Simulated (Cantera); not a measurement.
Charge: 1 mol Hg, 0.19 mol N₂, 0.012 mol O₂, at 1227 °C and 0.00360 bar.

Cantera equilibrium calculation (NASA polynomials, part measured and part estimated; ideal gas, pure solids and liquids). Candidate condensed phases: Hg, HgO; 10 gas species. The numbers say what is thermodynamically allowed, not how fast it happens.

Base state: Hg 0.832, N₂ 0.158, O₂ 0.00992, NO 0.000119 (mole fractions); condensed: gas only.

Question: What changes in the equilibrium state with this change: Hg replaced by PbO?

Answer: 
```tsv
species	before	after
PbO	0	0.600
Pb	0	0.164
N₂	0.158	0.145
Hg	0.832	0
O₂	0.00992	0.0910
O	6.73e-6	2.04e-5
NO	0.000119	0.000345
```
Gases not in the tables: (PbO)n polymers. Further candidate phases: Pb, PbO, PbO₂, Pb₃O₄.
